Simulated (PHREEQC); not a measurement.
Dissolve 0.0019 mol/kgw HF, 0.043 mol/kgw NH4HF2, 0.13 mol/kgw (NH4)2SiF6 and 0.0039 mol/kgw H3PO4 at 80 °C. Closed to the air; pH follows from the charge balance.

Equilibrium calculation in PHREEQC: ion-association model, phreeqc.dat.

Question: The ionic strength comes out as 0.434 mol/kgw. What activity coefficients do F-, SiF6-2, HF2-, HPO4-2, NH4+ get?

Answer: F- 0.62, SiF6-2 0.19, HF2- 0.70, HPO4-2 0.19, NH4+ 0.57.

No solid was allowed to form. Constants without temperature data keep their 25 °C values here. SiF6-2 is the database's only silicon fluoride.
